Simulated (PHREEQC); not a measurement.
Solution (25 °C): 0.00099 mol HF, 0.0018 mol NaF and 0.00011 mol (NH4)2SiF6 per kg of water. Closed to the air; pH follows from the charge balance.

The numbers come from PHREEQC with the ion-association model, phreeqc.dat.

```json
[
 {"quantity": "pH", "before": "3.54", "after": "3.44"},
 {"quantity": "ionic strength (mol/kgw)", "before": "0.00238", "after": "0.00532"},
 {"quantity": "HF (mol/kgw)", "before": "0.000896", "after": "0.00126"},
 {"quantity": "SiF6-2 (mol/kgw)", "before": "5.61e-5", "after": "0.000932"},
 {"quantity": "H4SiO4 (mol/kgw)", "before": "5.39e-5", "after": "0.000168"},
 {"quantity": "SI of Quartz (SiO2)", "before": "-0.29", "after": "+0.21"}
]
```

**Question.** Which change was made?
A. NaF from 0.0018 to 0.00036 mol/kgw
B. HF from 0.00099 to 0.00109 mol/kgw
C. (NH4)2SiF6 from 0.00011 to 0.00055 mol/kgw
D. (NH4)2SiF6 from 0.00011 to 0.0011 mol/kgw
E. HF replaced by NaBF4 at the same molality

**Answer.** D, (NH4)2SiF6 from 0.00011 to 0.0011 mol/kgw

Precipitation was switched off in this run. Some of these states are supersaturated (in Quartz (slow to form), for instance). SiF6-2 is the database's only silicon fluoride.
